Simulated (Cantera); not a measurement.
An isothermal plug-flow reactor at 950 K and 2.17 atm (inlet), inlet velocity 2.5 m/s, active area per volume 5000 1/m; feed 1.46 % H2, 2.25 % O2, 88.8 % N2, 7.53 % H2O, equivalence ratio 0.32.

Model: Deutschmann's 1995 Pt surface mechanism with GRI-Mech 3.0 gas chemistry, integrated in Cantera. Catalytic surfaces can have several steady states; this one follows from the mechanism file's or the stated starting coverage. Mass transfer to the wall is taken as infinitely fast.

One state of this run: x H2 = 0.00103; x O2 = 0.0158; x H2O = 0.0895; θ free Pt = 0.235; θ O* = 0.754; θ OH* = 0.0101. x: gas mole fraction; θ: surface coverage.

Task: Which value of z (m) does it belong to?
(A) 0.0011
(B) 8.3e-05
(C) 4.3e-05
(D) 0.0043

Result: B, 8.3e-05
